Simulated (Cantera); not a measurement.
Charge: 1 mol Si, 2.3 mol HF, 1 mol H₂, equilibrated at 725 K and 0.120 Torr.

Cantera equilibrium calculation (NASA polynomials, part measured and part estimated; ideal gas, pure solids and liquids). Candidate condensed phases: Si; 25 gas species. The numbers say what is thermodynamically allowed, not how fast it happens.

Base state: H₂ 0.788, SiF₄ 0.209, SiHF₃ 0.00226, SiH₂F₂ 1.54e-5 (mole fractions); condensed: Si(s).

### Question
What changes in the equilibrium state with this change: temperature from 725 K to 548.15 K?

### Answer
```json
[
 {"species": "H₂", "before": "0.788", "after": "0.789"},
 {"species": "SiF₄", "before": "0.209", "after": "0.210"},
 {"species": "SiHF₃", "before": "0.00226", "after": "0.00148"},
 {"species": "SiH₂F₂", "before": "1.54e-5", "after": "8.18e-6"},
 {"species": "Si(s), mol", "before": "0.423", "after": "0.424"}
]
```
